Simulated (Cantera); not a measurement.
A Cantera script and what it prints.

```python
import numpy as np
import cantera as ct

gas_names = [...]  # 139 gases of nasa_gas.yaml made of C, H, N, O, Pb
cond_names = """
    C(gr) C6H6(L) C7H8(L) C8H18(L),n-octa H2O(s) H2O(L) Pb(cr) Pb(L) PbO(rd) PbO(yw) PbO(L) PbO2(s)
    Pb3O4(s)
""".split()


# ... load() reads the species with a 1 bar reference pressure and builds the phases ...
atoms = {
    'PbO': {'Pb': 1, 'O': 1},
    'C': {'C': 1},
    'N2': {'N': 2},
    'CH4': {'C': 1, 'H': 4},
}
top_T = {'C(gr)': 4500, 'Pb3O4(s)': 820}  # K; cautious upper limits of use, not melting points


# ... equilibrate(T, P, feed) seeds the gas with the atoms and calls Mixture.equilibrate('TP', solver="vcs", rtol=1e-11, max_steps=5000) ...
results = []
feed = {'PbO': 1, 'C': 0.65, 'N2': 0.1, 'CH4': 1.9}  # mol
for P in [10, 32, 100, 320, 1000, 3200, 10000, 32000, 100000, 320000, 1000000]:
    for T in [948, 1048, 1148, 1248, 1348, 1448, 1548, 1648, 1748, 1848, 1948, 2048]:
        mix = equilibrate(T, P, feed)
        results.append((T, P, feed, dict(zip(mix.species_names, mix.species_moles))))

for T, P, feed, n in results:
    print(f"{T:7g} {P:10.4g}  " + (" + ".join(c for c in cond_names if n.get(c, 0) > 1e-12) or "gas only"))
```

Result:

```
    948         10  C(gr) + Pb(L)
   1048         10  C(gr)
   1148         10  C(gr)
   1248         10  C(gr)
   1348         10  C(gr)
   1448         10  C(gr)
   1548         10  C(gr)
   1648         10  C(gr)
   1748         10  C(gr)
   1848         10  C(gr)
   1948         10  C(gr)
   2048         10  C(gr)
    948         32  C(gr) + Pb(L)
   1048         32  C(gr) + Pb(L)
   1148         32  C(gr)
   1248         32  C(gr)
   1348         32  C(gr)
   1448         32  C(gr)
   1548         32  C(gr)
   1648         32  C(gr)
   1748         32  C(gr)
   1848         32  C(gr)
   1948         32  C(gr)
   2048         32  C(gr)
    948        100  C(gr) + Pb(L)
   1048        100  C(gr) + Pb(L)
   1148        100  C(gr)
   1248        100  C(gr)
   1348        100  C(gr)
   1448        100  C(gr)
   1548        100  C(gr)
   1648        100  C(gr)
   1748        100  C(gr)
   1848        100  C(gr)
   1948        100  C(gr)
   2048        100  C(gr)
    948        320  C(gr) + Pb(L)
   1048        320  C(gr) + Pb(L)
   1148        320  C(gr) + Pb(L)
   1248        320  C(gr)
   1348        320  C(gr)
   1448        320  C(gr)
   1548        320  C(gr)
   1648        320  C(gr)
   1748        320  C(gr)
   1848        320  C(gr)
   1948        320  C(gr)
   2048        320  C(gr)
    948       1000  C(gr) + Pb(L)
   1048       1000  C(gr) + Pb(L)
   1148       1000  C(gr) + Pb(L)
   1248       1000  C(gr) + Pb(L)
   1348       1000  C(gr)
   1448       1000  C(gr)
   1548       1000  C(gr)
   1648       1000  C(gr)
   1748       1000  C(gr)
   1848       1000  C(gr)
   1948       1000  C(gr)
   2048       1000  C(gr)
    948       3200  C(gr) + Pb(L)
   1048       3200  C(gr) + Pb(L)
   1148       3200  C(gr) + Pb(L)
   1248       3200  C(gr) + Pb(L)
   1348       3200  C(gr) + Pb(L)
   1448       3200  C(gr)
   1548       3200  C(gr)
   1648       3200  C(gr)
   1748       3200  C(gr)
   1848       3200  C(gr)
   1948       3200  C(gr)
   2048       3200  C(gr)
    948      1e+04  C(gr) + Pb(L)
   1048      1e+04  C(gr) + Pb(L)
   1148      1e+04  C(gr) + Pb(L)
   1248      1e+04  C(gr) + Pb(L)
   1348      1e+04  C(gr) + Pb(L)
   1448      1e+04  C(gr) + Pb(L)
   1548      1e+04  C(gr)
   1648      1e+04  C(gr)
   1748      1e+04  C(gr)
   1848      1e+04  C(gr)
   1948      1e+04  C(gr)
   2048      1e+04  C(gr)
    948    3.2e+04  C(gr) + Pb(L)
   1048    3.2e+04  C(gr) + Pb(L)
   1148    3.2e+04  C(gr) + Pb(L)
   1248    3.2e+04  C(gr) + Pb(L)
   1348    3.2e+04  C(gr) + Pb(L)
   1448    3.2e+04  C(gr) + Pb(L)
   1548    3.2e+04  C(gr) + Pb(L)
   1648    3.2e+04  C(gr)
   1748    3.2e+04  C(gr)
   1848    3.2e+04  C(gr)
   1948    3.2e+04  C(gr)
   2048    3.2e+04  C(gr)
    948      1e+05  C(gr) + Pb(L)
   1048      1e+05  C(gr) + Pb(L)
   1148      1e+05  C(gr) + Pb(L)
   1248      1e+05  C(gr) + Pb(L)
   1348      1e+05  C(gr) + Pb(L)
   1448      1e+05  C(gr) + Pb(L)
   1548      1e+05  C(gr) + Pb(L)
   1648      1e+05  C(gr) + Pb(L)
   1748      1e+05  C(gr)
   1848      1e+05  C(gr)
   1948      1e+05  C(gr)
   2048      1e+05  C(gr)
    948    3.2e+05  C(gr) + Pb(L)
   1048    3.2e+05  C(gr) + Pb(L)
   1148    3.2e+05  C(gr) + Pb(L)
   1248    3.2e+05  C(gr) + Pb(L)
   1348    3.2e+05  C(gr) + Pb(L)
   1448    3.2e+05  C(gr) + Pb(L)
   1548    3.2e+05  C(gr) + Pb(L)
   1648    3.2e+05  C(gr) + Pb(L)
   1748    3.2e+05  C(gr) + Pb(L)
   1848    3.2e+05  C(gr) + Pb(L)
   1948    3.2e+05  C(gr)
   2048    3.2e+05  C(gr)
    948      1e+06  C(gr) + Pb(L)
   1048      1e+06  C(gr) + Pb(L)
   1148      1e+06  C(gr) + Pb(L)
   1248      1e+06  C(gr) + Pb(L)
   1348      1e+06  C(gr) + Pb(L)
   1448      1e+06  C(gr) + Pb(L)
   1548      1e+06  C(gr) + Pb(L)
   1648      1e+06  C(gr) + Pb(L)
   1748      1e+06  C(gr) + Pb(L)
   1848      1e+06  C(gr) + Pb(L)
   1948      1e+06  C(gr) + Pb(L)
   2048      1e+06  C(gr) + Pb(L)
```

These are equilibrium values from Cantera (NASA tables, ideal gas, pure condensed phases), not measurements of a reactor.
